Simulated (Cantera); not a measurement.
Input: 1 mol CH3SiCl3, 0.013 mol C2H4, 230 mol H2, equilibrated at 1398.15 K and 0.133 bar.

Equilibrium computed with Cantera from the NASA thermochemical tables; the gas is ideal and each condensed phase is pure. Candidate condensed phases: C, C6H6, C7H8, C8H18, Si, SiC; 109 gas species. The feed counts by its element totals alone. Equilibrium is a limit: real reactors are often held back by kinetics, nucleation or transport.

**Question.** What is the equilibrium state?

**Answer.** 
| Item | Result |
|---|---|
| x(H2) | 0.987 |
| x(HCl) | 0.0129 |
| x(CH4) | 0.000123 |
| x(H) | 1.29e-5 |
| x(SiCl2) | 1.08e-5 |
| n(SiC(s)) | 0.997 mol |
| gas amount | 233.0 mol |
| log10 activity of C(graphite) (absent) | -0.66 |
| log10 activity of Si(s) (absent) | -1.66 |
